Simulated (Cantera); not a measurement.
Feed: 1 mol AlCl3, 3 mol N2, 8.5 mol HCl, held at 825 °C and 1.33 mbar.

Cantera equilibrium calculation (NASA polynomials, part measured and part estimated; ideal gas, pure solids and liquids). Candidate condensed phases: Al, AlCl3, AlN, NH4Cl; 20 gas species. The numbers say what is thermodynamically allowed, not how fast it happens.

Base state: HCl 0.680, N2 0.240, AlCl3 0.0800, Cl 6.82e-5, H2 3.69e-5 (mole fractions); condensed: gas only.

Task: What changes in the equilibrium state with this change: temperature from 825 °C to 1650 °C?

Result: 
| species | before | after |
|---|---|---|
| HCl | 0.680 | 0.594 |
| N2 | 0.240 | 0.222 |
| Cl | 6.82e-5 | 0.0895 |
| AlCl3 | 0.0800 | 0.0389 |
| AlCl | <1e-9 | 0.0178 |
| AlCl2 | 1.05e-7 | 0.0174 |
| H2 | 3.69e-5 | 0.0166 |
| H | 4.13e-9 | 0.00333 |
| Cl2 | 2.83e-6 | 3.62e-5 |
The tables' values for AlCl2 are old estimates; treat these amounts as uncertain.

Task: What changes in the equilibrium state with this change: temperature from 825 °C to 1150 °C?

Result: 
```
species   before     after
-------  -------  --------
HCl        0.680     0.676
N2         0.240     0.240
AlCl3     0.0800    0.0798
Cl       6.82e-5   0.00277
H2       3.69e-5   0.00133
AlCl2    1.05e-7  0.000106
```
The tables' values for AlCl2 are old estimates; treat these amounts as uncertain.
